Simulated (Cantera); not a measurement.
Charge: 1 mol Fe₃O₄, 2.3 mol CH₄, 0.99 mol N₂, 0.46 mol C, held at 2223.15 K.

These are equilibrium values from Cantera (NASA tables, ideal gas, pure condensed phases), not measurements of a reactor. Candidate condensed phases: C, C₆H₆, C₇H₈, C₈H₁₈, Fe, Fe(CO)₅, FeO, Fe(OH)₂, Fe(OH)₃, Fe₂O₃, Fe₃O₄, H₂O; 140 gas species. Rates play no part.

What share of the Fe ends up in condensed phases as a function of P (Pa), at 10, 36, 130, 460, 1700, 6000, 22000, 77000, 280000, 1000000?


```csv
P (Pa),Fe condensed (%),as
10,0.0,-
36,0.0,-
130,0.0,-
460,0.0,-
1700,27.6,Fe(l)
6000,82.8,Fe(l)
22000,95.5,Fe(l)
77000,98.7,Fe(l)
280000,99.6,Fe(l)
1000000,99.9,Fe(l)
```
